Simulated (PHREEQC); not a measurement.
Dissolve 5.9 mmol/kgw LiCl and 0.035 mmol/kgw HCl at 20 °C. Closed to the air; pH follows from the charge balance.

Equilibrium calculation in PHREEQC: ion-association model, phreeqc.dat.

- pH: 4.49
- ionic strength: 0.00594 mol/kgw
- specific conductance: 582 µS/cm
- total alkalinity: -0.0350 meq/kg

```csv
species,molality,activity,log γ
Cl-,0.00594,0.00547,-0.036
Li+,0.00590,0.00546,-0.034
H+,3.50e-5,3.25e-5,-0.032
```

No solid was allowed to form.
